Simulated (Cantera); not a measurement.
Cantera with NASA thermochemical tables; ideal gases at 1 bar, condensed phases pure. Values are per mole of reaction as written; species without (g) are pure solids or liquids, kept so even where they would boil at 1 bar.

7 CrO₃(g) + 6 NH₃(g) → 7 Cr + 6 NO₂(g) + 9 H₂O(g), with ΔH° = 354.7 kJ and ΔS° = 286.3 J/K at 300 K.

**Question.** How far is the shortcut ΔG° ≈ ΔH°(300 K) − T·ΔS°(300 K) from the full temperature-dependent value at 1848, 1923, 1998, 2073, 2148, 2223, 2298, 2373, 2448 K?

**Answer.** 
```csv
T (K),shortcut (kJ),full (kJ),difference (kJ),difference in log10 K,condensed phases
1848,-174.4,-245.5,71.1,-2.01,Cr(s)
1923,-195.9,-273.7,77.8,-2.11,Cr(s)
1998,-217.3,-302.3,84.9,-2.22,Cr(s)
2073,-238.8,-331.3,92.5,-2.33,Cr(s)
2148,-260.3,-362.1,101.8,-2.48,Cr(l)
2223,-281.8,-397.0,115.3,-2.71,Cr(l)
2298,-303.2,-432.2,129.0,-2.93,Cr(l)
2373,-324.7,-467.5,142.8,-3.14,Cr(l)
2448,-346.2,-503.1,156.9,-3.35,Cr(l)
```
The shortcut ignores heat capacities and the phase changes listed.
